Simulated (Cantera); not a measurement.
Input: 1 mol CuF2, 36 mol H2, at 1700 K and 0.0218 Torr.

Method: chemical equilibrium by Gibbs-energy minimisation in Cantera with the NASA 1993 tables (ideal gas, pure condensed phases). Candidate condensed phases: Cu, CuF2; 15 gas species. Kinetics and transport are ignored.

Base state: H2 0.896, HF 0.0519, Cu 0.0260, H 0.0259 (mole fractions); condensed: gas only.

What changes in the equilibrium state with this change: pressure from 0.0218 Torr to 100 Torr?


| species | before | after |
|---|---|---|
| H2 | 0.896 | 0.944 |
| HF | 0.0519 | 0.0540 |
| Cu | 0.0260 | 0.00119 |
| H | 0.0259 | 0.000392 |
| CuF | 5.79e-6 | 1.82e-5 |
| Cu(l), mol | 0 | 0.955 |

What changes in the equilibrium state with this change: temperature from 1700 K to 748 K?


```tsv
species	before	after
H2	0.896	0.946
HF	0.0519	0.0541
Cu	0.0260	<1e-9
H	0.0259	<1e-9
Cu(s), mol	0	1.00
```
